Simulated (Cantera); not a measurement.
A Cantera script and what it prints.

```python
import numpy as np
import cantera as ct

gas_names = [...]  # 148 gases of nasa_gas.yaml made of Al, C, H, N, O
cond_names = """
    AL(cr) AL(L) ALN(s) AL2O3(a) AL2O3(L) C(gr) C6H6(L) C7H8(L) C8H18(L),n-octa H2O(s) H2O(L)
""".split()


# ... load() reads the species with a 1 bar reference pressure and builds the phases ...
atoms = {
    'Al(CH3)3': {'AL': 1, 'C': 3, 'H': 9},
    'H2O': {'H': 2, 'O': 1},
    'N2': {'N': 2},
    'N2O': {'N': 2, 'O': 1},
}
top_T = {'ALN(s)': 2750, 'C(gr)': 4500}  # K; cautious upper limits of use, not melting points


# ... equilibrate(T, P, feed) seeds the gas with the atoms and calls Mixture.equilibrate('TP', solver="vcs", rtol=1e-11, max_steps=5000) ...
results = []
feed = {'Al(CH3)3': 1, 'H2O': 4.2, 'N2': 300, 'N2O': 1.1}  # mol
T = 1573.15  # K
P = 23000  # Pa
mix = equilibrate(T, P, feed)
results.append((T, P, feed, dict(zip(mix.species_names, mix.species_moles))))
print(gas.report(threshold=0.001))
for i in range(1, mix.n_phases):
    print(f"{mix.phase(i).name:16s} {mix.phase_moles(i):12.5e} mol")
```

It prints:

```
       temperature   1573.2 K
          pressure   23000 Pa
           density   0.048061 kg/m^3
  mean mol. weight   27.332 kg/kmol
   phase of matter   gas

                          1 kg             1 kmol
                     ---------------   ---------------
          enthalpy        1.4347e+06        3.9212e+07  J
   internal energy        9.5613e+05        2.6132e+07  J
           entropy            9359.2         2.558e+05  J/K
    Gibbs function       -1.3289e+07        -3.632e+08  J
 heat capacity c_p            1279.6             34973  J/K
 heat capacity c_v            975.38             26659  J/K

                      mass frac. Y      mole frac. X     chem. pot. / RT
                     ---------------   ---------------   ---------------
                CO         0.0095356         0.0093047            -41.51
                H2         0.0018835          0.025535            -23.88
               H2O         0.0014972         0.0022714           -52.514
                N2           0.98662           0.96259           -27.668
     [ +144 minor]        0.00046117        0.00029973

AL(L)             0.00000e+00 mol
ALN(s)            0.00000e+00 mol
AL2O3(a)          5.00000e-01 mol
C(gr)             0.00000e+00 mol
```

These are equilibrium values from Cantera (NASA tables, ideal gas, pure condensed phases), not measurements of a reactor. The feed counts by its element totals alone.
